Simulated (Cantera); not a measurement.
What does this Cantera script print?

```python
import numpy as np
import cantera as ct

gas = ct.Solution("gri30.yaml")
gas.TPX = 1200, 100000, {'CO': 1, 'H2': 0.32, 'O2': 0.6, 'N2': 2.26}
reactor = ct.IdealGasConstPressureReactor(gas, energy="on", clone=False)
net = ct.ReactorNet([reactor])
net.rtol, net.atol = 1e-08, 1e-16
show = ['CO', 'H2', 'O2', 'NO2', 'CO2', 'NO', 'H']
times = np.geomspace(2e-06, 6, 12)

steps = ct.SolutionArray(gas, extra=["t"])
rows = []
print(f"{'t/s':>10s}{'T/K':>9s}{'P/Pa':>11s}" + "".join(f"{s:>11s}" for s in show))
for t in times:
    while net.time < t:
        t_next = net.step()
        steps.append(gas.state, t=t_next)
    rows.append([np.interp(t, steps.t, y) for y in (steps.T, steps.P, *steps(*show).X.T)])
    print(f"{t:10.3e}{rows[-1][0]:9.1f}{rows[-1][1]:11.4g}" + "".join(f"{x:11.3e}" for x in rows[-1][2:]))
rate = np.gradient(steps.T, steps.t)
print("integrator steps:", len(steps.t))
if steps.T.max() > steps.T[0] + 200:
    print(f"time of steepest temperature rise: {steps.t[rate.argmax()]:.4e} s")
gas.TPX = 1200, 100000, {'CO': 1, 'H2': 0.32, 'O2': 0.6, 'N2': 2.26}
gas.equilibrate("HP")
print(f"equilibrium (HP): T = {gas.T:.1f} K  " + "  ".join(f"{s} {gas[s].X[0]:.3e}" for s in show))
```

It prints:

```
       t/s      T/K       P/Pa         CO         H2         O2        NO2        CO2         NO          H
 2.000e-06   1200.0      1e+05  2.392e-01  7.656e-02  1.435e-01  1.113e-27  3.802e-09  4.506e-20  3.277e-09
 7.760e-06   1200.0      1e+05  2.392e-01  7.655e-02  1.435e-01  5.503e-25  2.562e-08  1.287e-18  3.816e-08
 3.011e-05   1200.0      1e+05  2.392e-01  7.654e-02  1.435e-01  2.507e-18  4.634e-06  2.915e-14  9.520e-06
 1.168e-04   2008.9      1e+05  1.339e-01  1.134e-02  4.848e-02  7.682e-09  1.180e-01  5.227e-05  3.159e-02
 4.533e-04   2572.5      1e+05  1.098e-01  7.315e-03  3.571e-02  1.411e-07  1.537e-01  6.256e-04  7.336e-03
 1.759e-03   2703.0      1e+05  9.881e-02  6.149e-03  2.905e-02  1.138e-06  1.676e-01  4.202e-03  4.562e-03
 6.823e-03   2696.3      1e+05  9.900e-02  6.204e-03  2.694e-02  2.435e-06  1.675e-01  9.258e-03  4.447e-03
 2.647e-02   2695.4      1e+05  9.903e-02  6.211e-03  2.670e-02  2.580e-06  1.674e-01  9.847e-03  4.434e-03
 1.027e-01   2695.4      1e+05  9.903e-02  6.211e-03  2.670e-02  2.580e-06  1.674e-01  9.847e-03  4.434e-03
 3.986e-01   2695.4      1e+05  9.903e-02  6.211e-03  2.670e-02  2.580e-06  1.674e-01  9.847e-03  4.434e-03
 1.546e+00   2695.4      1e+05  9.903e-02  6.211e-03  2.670e-02  2.580e-06  1.674e-01  9.847e-03  4.434e-03
 6.000e+00   2695.4      1e+05  9.903e-02  6.211e-03  2.670e-02  2.580e-06  1.674e-01  9.847e-03  4.434e-03
integrator steps: 1330
time of steepest temperature rise: 6.7851e-05 s
equilibrium (HP): T = 2695.4 K  CO 9.903e-02  H2 6.211e-03  O2 2.670e-02  NO2 2.580e-06  CO2 1.674e-01  NO 9.847e-03  H 4.434e-03
```

Detailed kinetics in Cantera: GRI-Mech 3.0 (53 species, 325 reactions).
